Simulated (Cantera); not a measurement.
Feed: 1 mol SiH₂Cl₂, a varied amount of N₂, held at 775 K and 0.00290 bar.

Method: chemical equilibrium by Gibbs-energy minimisation in Cantera with the NASA 1993 tables (ideal gas, pure condensed phases). Candidate condensed phases: NH₄Cl, Si, Si₃N₄; 28 gas species. N₂ is the only nitrogen source here; it is nearly inert below about 1500 K, so the nitride shown seldom forms there in practice. Rates play no part.

Which condensed phases are stable at each of these points (n(N₂) (mol)): 0.3, 0.38, 0.5, 0.64, 0.83, 1.1, 1.4, 1.8, 2.3, 3, 3.9, 5.1, 6.5?


```json
[
 {"n(N₂) (mol)": "0.3", "condensed phases": "Si(s) + Si₃N₄(s)", "Si condensed (%)": "49.1"},
 {"n(N₂) (mol)": "0.38", "condensed phases": "Si₃N₄(s)", "Si condensed (%)": "57.0"},
 {"n(N₂) (mol)": "0.5", "condensed phases": "Si₃N₄(s)", "Si condensed (%)": "66.4"},
 {"n(N₂) (mol)": "0.64", "condensed phases": "Si₃N₄(s)", "Si condensed (%)": "68.9"},
 {"n(N₂) (mol)": "0.83", "condensed phases": "Si₃N₄(s)", "Si condensed (%)": "70.6"},
 {"n(N₂) (mol)": "1.1", "condensed phases": "Si₃N₄(s)", "Si condensed (%)": "71.9"},
 {"n(N₂) (mol)": "1.4", "condensed phases": "Si₃N₄(s)", "Si condensed (%)": "73.0"},
 {"n(N₂) (mol)": "1.8", "condensed phases": "Si₃N₄(s)", "Si condensed (%)": "74.0"},
 {"n(N₂) (mol)": "2.3", "condensed phases": "Si₃N₄(s)", "Si condensed (%)": "74.9"},
 {"n(N₂) (mol)": "3", "condensed phases": "Si₃N₄(s)", "Si condensed (%)": "75.9"},
 {"n(N₂) (mol)": "3.9", "condensed phases": "Si₃N₄(s)", "Si condensed (%)": "76.9"},
 {"n(N₂) (mol)": "5.1", "condensed phases": "Si₃N₄(s)", "Si condensed (%)": "77.9"},
 {"n(N₂) (mol)": "6.5", "condensed phases": "Si₃N₄(s)", "Si condensed (%)": "78.7"}
]
```

At 0.3 mol N₂ the condensed part is Si(s) + Si₃N₄(s). From 0.38 mol N₂ to 6.5 mol N₂ the condensed part is Si₃N₄(s).
